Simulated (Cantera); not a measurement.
Ignition delay

Mixture: 20.1 % CH₃OH, 16.8 % O₂, 63.1 % N₂, equivalence ratio 1.8, at 4.93 atm, adiabatic and at constant pressure. Ignition delay is the time to a rise of 400 K.

Model: GRI-Mech 3.0 (53 species, 325 reactions), integrated in Cantera. GRI-Mech 3.0 was tuned for natural gas; its chemistry of methanol as a main component is partial and can be far from experiment.

```
T0 (K)  delay (ms)
------  ----------
1250         0.977
1325         0.332
1400         0.130
1475        0.0571
1550        0.0280
1625        0.0150
```

```
Quantity                                                 Value
--------------------------------------------------  ----------
apparent activation energy between 1475 and 1625 K  180 kJ/mol
```
